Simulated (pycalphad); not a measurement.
**Phase fractions of Ti-0.1715C (wt.%)**

Source of the numbers: pycalphad with the COST 507 light-alloy database (1999); pressure 1 atm. These are 1990s assessments: newer ones move some temperatures and phases. Amounts are mole fractions of atoms. Diffusion is slow at the low end, where real alloys seldom reach equilibrium.

```json
[
 {"T (K)": "1330", "LIQUID": "-", "BCC_A2": "1.000", "FCC_A1": "-", "HCP_A3": "-"},
 {"T (K)": "1250", "LIQUID": "-", "BCC_A2": "0.995", "FCC_A1": "0.005", "HCP_A3": "-"},
 {"T (K)": "1170", "LIQUID": "-", "BCC_A2": "0.082", "FCC_A1": "-", "HCP_A3": "0.918"},
 {"T (K)": "970", "LIQUID": "-", "BCC_A2": "-", "FCC_A1": "-", "HCP_A3": "1.000"},
 {"T (K)": "890", "LIQUID": "-", "BCC_A2": "-", "FCC_A1": "0.006", "HCP_A3": "0.994"},
 {"T (K)": "810", "LIQUID": "-", "BCC_A2": "-", "FCC_A1": "0.011", "HCP_A3": "0.989"},
 {"T (K)": "730", "LIQUID": "-", "BCC_A2": "-", "FCC_A1": "0.014", "HCP_A3": "0.986"},
 {"T (K)": "650", "LIQUID": "-", "BCC_A2": "-", "FCC_A1": "0.017", "HCP_A3": "0.983"},
 {"T (K)": "570", "LIQUID": "-", "BCC_A2": "-", "FCC_A1": "0.018", "HCP_A3": "0.982"}
]
```

FCC_A1 is fcc; BCC_A2 is bcc; HCP_A3 is hcp. The fcc model also describes the rock-salt carbide or nitride (TiC, TiN, HfC).
